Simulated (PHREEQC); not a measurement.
Make-up at 20 °C: 0.45 mol/kgw ZnSO4, 0.000195 mol/kgw CuCl2 and 0.00035 mol/kgw H2SO4. Closed to the air; pH follows from the charge balance.

Equilibrium calculation in PHREEQC: ion-association model, phreeqc.dat.

This is a speciation only: nothing precipitates in the calculation.

Problem. Estimate the pH.

Solution. pH 3.72.

Problem. In which forms is S present?

Solution. Zn(SO4)2-2 40 %, ZnSO4 33 %, SO4-2 28 % of the S.

Ionic strength above about 0.7 mol/kgw puts this run outside the model's range. Species that the database lacks are ignored.
